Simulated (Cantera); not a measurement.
NO annealing gas

An isothermal, constant-pressure homogeneous reactor starts with 73.5 % NO, 26.5 % N2, at 1750 K and 0.681 atm.

Model: GRI-Mech 3.0 (53 species, 325 reactions), integrated in Cantera.

```tsv
t (s)	x NO	x NO2	x N2	x O	x N2O
3.00e-5	0.735	7.52e-7	0.265	8.87e-7	1.63e-6
0.000127	0.735	5.68e-6	0.265	1.30e-6	6.78e-6
0.000533	0.735	2.85e-5	0.265	1.94e-6	2.72e-5
0.00225	0.735	0.000127	0.265	4.48e-6	9.38e-5
0.00949	0.734	0.000298	0.265	8.43e-6	0.000197
0.0400	0.731	0.000344	0.267	9.57e-6	0.000214
0.169	0.717	0.000445	0.274	1.22e-5	0.000205
0.711	0.662	0.000676	0.301	1.93e-5	0.000172
3.00	0.495	0.000873	0.385	3.23e-5	9.41e-5
```
x: mole fraction; the columns are a selection and need not sum to one.

Equilibrium at this temperature and pressure: NO 0.00414, NO2 1.26e-5, N2 0.630, O 5.48e-5, N2O 1.78e-7 (gas phase only).
